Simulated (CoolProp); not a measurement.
Model: reference Helmholtz-energy equation of state, McLinden 2015, in CoolProp.

For the fluoroketone C6F12O (FK-5-1-12), give the phase and the speed of sound (m/s), Joule-Thomson coefficient (K/MPa) at 371.1 K and 0.101 MPa.


- 371.1 K and 0.101 MPa: gas; speed of sound 96.8, Joule-Thomson coefficient 14.6
